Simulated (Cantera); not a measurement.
Standard-state values (1 bar) from the NASA 1993 polynomials, evaluated with Cantera. Values are per mole of reaction as written; species without (g) are pure solids or liquids, kept so even where they would boil at 1 bar. VN: taken at fixed stoichiometry.

5 H₂O₂(g) + 4 VN = 10 H(g) + 2 N₂O(g) + 2 V₂O₄, with ΔH° = 1039.2 kJ and ΔS° = 473.4 J/K at 300 K.

Task: How far is the shortcut ΔG° ≈ ΔH°(300 K) − T·ΔS°(300 K) from the full temperature-dependent value at 1575, 1600, 1625, 1650, 1675, 1700, 1725, 1750, 1775, 1800 K?

Result: 
```json
[
 {"T (K)": "1575", "shortcut (kJ)": "293.6", "full (kJ)": "39.8", "difference (kJ)": "253.7", "difference in log10 K": "-8.41"},
 {"T (K)": "1600", "shortcut (kJ)": "281.7", "full (kJ)": "21.3", "difference (kJ)": "260.4", "difference in log10 K": "-8.50"},
 {"T (K)": "1625", "shortcut (kJ)": "269.9", "full (kJ)": "2.7", "difference (kJ)": "267.2", "difference in log10 K": "-8.59"},
 {"T (K)": "1650", "shortcut (kJ)": "258.0", "full (kJ)": "-16.0", "difference (kJ)": "274.0", "difference in log10 K": "-8.67"},
 {"T (K)": "1675", "shortcut (kJ)": "246.2", "full (kJ)": "-34.6", "difference (kJ)": "280.9", "difference in log10 K": "-8.76"},
 {"T (K)": "1700", "shortcut (kJ)": "234.4", "full (kJ)": "-53.3", "difference (kJ)": "287.7", "difference in log10 K": "-8.84"},
 {"T (K)": "1725", "shortcut (kJ)": "222.5", "full (kJ)": "-72.1", "difference (kJ)": "294.6", "difference in log10 K": "-8.92"},
 {"T (K)": "1750", "shortcut (kJ)": "210.7", "full (kJ)": "-90.8", "difference (kJ)": "301.5", "difference in log10 K": "-9.00"},
 {"T (K)": "1775", "shortcut (kJ)": "198.9", "full (kJ)": "-109.6", "difference (kJ)": "308.5", "difference in log10 K": "-9.08"},
 {"T (K)": "1800", "shortcut (kJ)": "187.0", "full (kJ)": "-128.4", "difference (kJ)": "315.4", "difference in log10 K": "-9.15"}
]
```
The shortcut ignores the heat-capacity change of the reaction.
